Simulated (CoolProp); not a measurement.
The fluid at 426.16 K and 4.88 MPa (liquid) is heated at constant pressure to 494.9 K. The same conditions are run with several fluids, on thermodynamics alone (safety and materials aside).

Computed with CoolProp (reference Helmholtz-energy equation of state of each fluid (octamethylcyclotetrasiloxane (D4): Thol 2015; octamethyltrisiloxane (MDM): Thol 2017; n-undecane: Aleksandrov 2011; decamethylcyclopentasiloxane (D5): Thol 2019)).

Question: Rank octamethylcyclotetrasiloxane (D4), octamethyltrisiloxane (MDM), n-undecane, decamethylcyclopentasiloxane (D5) by heat (kJ/kg), highest first.

Answer: n-undecane (194), octamethyltrisiloxane (MDM) (149), octamethylcyclotetrasiloxane (D4) (137), decamethylcyclopentasiloxane (D5) (133)

| fluid | final density (kg/m³) |
|---|---|
| octamethylcyclotetrasiloxane (D4) | 731 |
| octamethyltrisiloxane (MDM) | 615 |
| n-undecane | 589 |
| decamethylcyclopentasiloxane (D5) | 757 |
